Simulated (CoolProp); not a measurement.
Vapour-liquid equilibrium of carbon dioxide (1) + n-butane (2) at 4.65 °C; x and y are mole fractions of (1).

The numbers come from the multi-fluid Helmholtz-energy mixture model, Span 1996 and Bücker 2006; pair parameters Kunz 2012 in CoolProp.

| x | bubble pressure, mixture model (MPa) | bubble pressure, Raoult's law (MPa) | y, mixture model | y, Raoult's law |
|---|---|---|---|---|
| 0.05 | 0.4136 | 0.3132 | 0.694 | 0.628 |
| 0.2 | 1.256 | 0.8849 | 0.894 | 0.889 |
| 0.35 | 1.903 | 1.457 | 0.928 | 0.945 |
| 0.5 | 2.361 | 2.028 | 0.943 | 0.970 |
| 0.65 | 2.740 | 2.600 | 0.954 | 0.983 |
| 0.8 | 3.155 | 3.172 | 0.967 | 0.992 |
| 0.95 | 3.702 | 3.743 | 0.988 | 0.998 |

The largest gap from Raoult's law is +41.9 % in bubble pressure, at x = 0.2. No azeotrope shows between x = 0.05 and 0.95.

The pair parameters rest on a limited set of measurements; away from them the model extrapolates. The gap from Raoult's law changes sign with composition, which may be real or a fault of the pair parameters; it wasn't checked against measurements.
